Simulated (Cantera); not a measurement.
A perfectly stirred reactor is fed with 6.67 % C2H6, 93.3 % N2, at 0.0132 atm; it is held at 1950 K, and followed from long to short residence time.

Cantera simulation using GRI-Mech 3.0 (53 species, 325 reactions); the numbers are that mechanism's predictions, not measurements. GRI-Mech 3.0 stops at C3 and has no aromatics, soot or wall deposition, so with more carbon than oxygen in the feed, carbon stays in small species such as C2H2 where larger ones or solid carbon would form. Radical loss at walls, strong at low pressure, is not modelled.

Predict: x(C2H6) at τ = 3.10 s; x(C2H4) at τ = 3.10 s; x(CH2) at τ = 3.10 s; x(HCN) at τ = 3.10 s; x(CH3) at τ = 3.10 s; x(C2H6) at τ = 34.0 ms; x(C2H4) at τ = 34.0 ms; x(CH2) at τ = 34.0 ms; x(HCN) at τ = 34.0 ms; x(CH3) at τ = 34.0 ms.


| Quantity | Value |
|---|---|
| x(C2H6) at τ = 3.10 s | 1.56e-6 |
| x(C2H4) at τ = 3.10 s | 1.03e-5 |
| x(CH2) at τ = 3.10 s | 6.56e-6 |
| x(HCN) at τ = 3.10 s | 0.00253 |
| x(CH3) at τ = 3.10 s | 0.000308 |
| x(C2H6) at τ = 34.0 ms | 0.000143 |
| x(C2H4) at τ = 34.0 ms | 0.000800 |
| x(CH2) at τ = 34.0 ms | 4.81e-5 |
| x(HCN) at τ = 34.0 ms | 0.000204 |
| x(CH3) at τ = 34.0 ms | 0.00330 |
